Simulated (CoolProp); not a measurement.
n-butane at 298.15 K and 0.103 MPa is compressed adiabatically to 0.555 MPa with isentropic efficiency 0.85. Each further row changes one setting.

Values from CoolProp's reference Helmholtz-energy equation of state, Bücker 2006.

| case | work (kJ/kg) | final temperature (K) | final density (kg/m³) |
|---|---|---|---|
| as stated | 85.5 | (withheld) | (withheld) |
| efficiency 1 | 72.7 | 346.0 | 12.6 |
| efficiency 0.65 | (withheld) | 364.9 | (withheld) |

Question: What belongs in the gaps?

Answer: 
- as stated, final temperature (K): 352.2
- as stated, final density (kg/m³): 12.3
- efficiency 0.65, work (kJ/kg): 112
- efficiency 0.65, final density (kg/m³): 11.7
